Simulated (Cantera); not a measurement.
A perfectly stirred reactor is fed with H2 : O2 = 0.063 : 1 (molar parts), equivalence ratio 0.032, at 27.0 Torr; it is held at 1225 K, and followed from long to short residence time.

Computed with Cantera and GRI-Mech 3.0 (53 species, 325 reactions). Radical loss at walls, strong at low pressure, is not modelled. The temperature is held fixed by assumption; the heat of reaction is taken as removed at once.

### Question
What does this change do: pressure from 27.0 Torr to 10.00 Torr?

### Answer
```csv
quantity,before,after
x(H2) at τ = 1.70 s,7.58e-5,0.000144
x(O2) at τ = 1.70 s,0.938,0.936
x(O) at τ = 1.70 s,0.000680,0.00250
x(H2O) at τ = 1.70 s,0.0606,0.0601
x(H2O2) at τ = 1.70 s,1.09e-7,6.86e-8
x(H2) at τ = 50.0 ms,0.000617,0.00110
x(O2) at τ = 50.0 ms,0.932,0.918
x(O) at τ = 50.0 ms,0.00631,0.0182
x(H2O) at τ = 50.0 ms,0.0588,0.0557
x(H2O2) at τ = 50.0 ms,2.51e-7,1.11e-7
```
